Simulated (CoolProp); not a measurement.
The fluoroketone C6F12O (FK-5-1-12) at 374.42 K and 0.261 MPa is throttled through a valve to 0.114 MPa with no heat exchange. Each further row changes one setting.

The numbers come from the reference Helmholtz-energy equation of state, McLinden 2015 in CoolProp.

```json
[
 {"case": "as stated", "temperature change (K)": "-2.2", "final density (kg/m³)": "12.1"},
 {"case": "outlet pressure 0.0342 MPa", "temperature change (K)": "-3.4", "final density (kg/m³)": "3.55"},
 {"case": "outlet pressure 0.148 MPa", "temperature change (K)": "-1.7", "final density (kg/m³)": "16.0"}
]
```
